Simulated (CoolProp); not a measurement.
Water along the isotherm 558.35 °C: density (kg/m³) from the reference equation and from simpler models built on Tc = 373.9 °C, pc = 22.06 MPa, ω = 0.344; each cubic takes its own stable root.

The numbers come from the reference Helmholtz-energy equation of state, Wagner 2002 in CoolProp.

| p (MPa) | phase | reference | van der Waals | Peng-Robinson |
|---|---|---|---|---|
| 7.69 | gas | 20.98 | … | 21.17 |
| 15.4 | gas | 44.22 | 45.55 | 44.82 |
| 23.1 | supercritical | 70.15 | 73.90 | 71.02 |
| 30.8 | supercritical | 99.37 | 107.9 | 99.73 |
| 38.5 | supercritical | 132.3 | 148.5 | 130.5 |
| 46.2 | supercritical | 169.3 | 191.6 | … |
| 53.8 | supercritical | 209.1 | 228.0 | 193.8 |
| 61.5 | supercritical | 251.5 | 255.9 | 224.4 |
| 69.2 | supercritical | 293.9 | 277.0 | 253.0 |
| 76.9 | supercritical | 334.0 | … | 279.2 |
| 84.6 | supercritical | 370.5 | 307.3 | 303.0 |
| 92.3 | supercritical | 403.0 | 318.8 | 324.7 |
| 100 | supercritical | … | … | 344.3 |

Fill in the missing entries.


- 7.69, van der Waals: 21.25
- 46.2, Peng-Robinson: 162.4
- 76.9, van der Waals: 293.6
- 100, reference: 431.7
- 100, van der Waals: 328.8
